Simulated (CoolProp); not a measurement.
Vapour-liquid equilibrium of n-butane (1) + cyclohexane (2) at 0.319 MPa; x and y are mole fractions of (1).

Values from CoolProp's multi-fluid Helmholtz-energy mixture model, Bücker 2006 and Zhou 2014; pair parameters Bell 2016.

| x | bubble temperature, mixture model (K) | bubble temperature, Raoult's law (K) | y, mixture model | y, Raoult's law |
|---|---|---|---|---|
| 0.05 | (withheld) | 384.8 | 0.213 | 0.298 |
| 0.2 | (withheld) | 358.4 | (withheld) | 0.709 |
| 0.35 | (withheld) | 341.7 | 0.831 | 0.859 |
| 0.5 | 331.7 | 330.1 | 0.917 | 0.927 |
| 0.65 | 322.0 | 321.3 | (withheld) | 0.963 |
| 0.8 | 314.8 | 314.4 | 0.981 | 0.984 |
| 0.95 | 308.9 | 308.8 | (withheld) | 0.997 |

Some entries are withheld; supply them.


- 0.05, bubble temperature, mixture model (K): 388.8
- 0.2, bubble temperature, mixture model (K): 364.4
- 0.2, y, mixture model: 0.636
- 0.35, bubble temperature, mixture model (K): 345.4
- 0.65, y, mixture model: 0.959
- 0.95, y, mixture model: 0.996

The largest gap from Raoult's law is +6.0 K in bubble temperature, at x = 0.2. No azeotrope shows between x = 0.05 and 0.95.

The pair parameters rest on a limited set of measurements; away from them the model extrapolates.
